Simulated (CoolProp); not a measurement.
Vapour-liquid equilibrium of carbon dioxide (1) + propylene (2) at 233.9 K; x and y are mole fractions of (1).

Model: multi-fluid Helmholtz-energy mixture model, Span 1996 and Lemmon 2013; pair parameters Bell 2016, in CoolProp.

```tsv
x	bubble pressure, mixture model (bar)	bubble pressure, Raoult's law (bar)	y, mixture model	y, Raoult's law
0.05	2.322	1.903	0.387	0.271
0.15	3.867	2.790	0.654	0.555
0.25	5.148	3.676	0.757	0.702
0.35	6.179	4.563	0.812	0.792
0.45	7.005	5.449	0.848	0.853
0.55	7.685	6.336	0.874	0.896
0.65	8.278	7.222	0.896	0.929
0.75	8.838	8.109	0.919	0.955
0.85	9.406	8.995	0.945	0.976
0.95	10.01	9.882	0.978	0.993
```

The largest gap from Raoult's law is +40.0 % in bubble pressure, at x = 0.25. No azeotrope shows between x = 0.05 and 0.95.

Pair parameters are fitted to limited data, so mixtures are less certain than the pure fluids.
